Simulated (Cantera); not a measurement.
# Premixed flame

A freely propagating, adiabatic, planar premixed flame of H₂ : O₂ : N₂ : H₂O = 1 : 0.278 : 1.25 : 0.27 (molar parts), equivalence ratio 1.8, unburnt at 425 K and 0.640 bar; multicomponent+Soret transport, grid criteria slope 0.08 and curve 0.16, no radiation.

Model: the H2/O2 subset of GRI-Mech 3.0, which has no nitrogen chemistry, integrated in Cantera. Burning velocities carry a grid error of a few per cent, more on coarse grids.

| z (mm) | T (K) | u (m/s) | x H₂ | x O₂ | x H₂O | x H | x HO₂ | x O |
|---|---|---|---|---|---|---|---|---|
| -1.83 | 425 | 3.34 | 0.357 | 0.0994 | 0.0965 | <1e-8 | <1e-8 | <1e-8 |
| -1.22 | 425 | 3.34 | 0.357 | 0.0994 | 0.0965 | <1e-8 | <1e-8 | <1e-8 |
| -0.916 | 425 | 3.34 | 0.357 | 0.0994 | 0.0965 | <1e-8 | <1e-8 | <1e-8 |
| -0.611 | 425 | 3.34 | 0.356 | 0.0995 | 0.0967 | <1e-8 | 3.42e-7 | <1e-8 |
| -0.305 | 447 | 3.42 | 0.338 | 0.102 | 0.0999 | 1.81e-5 | 0.000168 | 2.86e-6 |
| -0.153 | 663 | 4.92 | 0.305 | 0.0972 | 0.120 | 0.00238 | 0.000250 | 0.000110 |
| 0 | 1020 | 7.47 | 0.254 | 0.0735 | 0.173 | 0.0179 | 8.81e-5 | 0.00107 |
| 0.153 | 1283 | 9.35 | 0.190 | 0.0354 | 0.247 | 0.0412 | 3.26e-5 | 0.00246 |
| 0.305 | 1421 | 10.3 | 0.156 | 0.0115 | 0.292 | 0.0525 | 9.71e-6 | 0.00198 |
| 0.611 | 1535 | 11.1 | 0.146 | 0.00171 | 0.313 | 0.0498 | 1.36e-6 | 0.00109 |
| 1.22 | 1633 | 11.8 | 0.152 | 0.000693 | 0.317 | 0.0386 | 5.43e-7 | 0.000721 |
| 2.44 | 1723 | 12.3 | 0.158 | 0.000374 | 0.320 | 0.0271 | 2.95e-7 | 0.000408 |
| 4.89 | 1794 | 12.8 | 0.164 | 0.000169 | 0.323 | 0.0176 | 1.43e-7 | 0.000189 |
x: mole fraction of selected species; z is measured from the peak of heat release.

```yaml
laminar_burning_velocity: 334 cm/s
thermal_thickness: 0.611 mm
peak x(H): 0.0535
peak x(HO₂): 0.000353
peak x(O): 0.00249
grid_points: 119
```
